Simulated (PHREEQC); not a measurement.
## Polishing slurry liquid: an equilibrium model

Make-up at 10 °C: 4.1 mmol/kgw TMAH, 1.3 mmol/kgw K2SO4 and 9.7 mmol/kgw CO2. Closed to the air; pH follows from the charge balance.

Computed with PHREEQC (ion-association model, phreeqc.dat).

Precipitation was switched off in this run.

Task: What pH does the model give?

Result: pH 6.29.

Task: In which forms is C present?

Result: CO2 58 %, HCO3- 42 % of the C.

(CH3)4N+ isn't in the database: it is added as a free cation with an ion size of 4 Å. Away from 25 °C the constants follow the database's enthalpies or fits; those with neither stay at their 25 °C values.
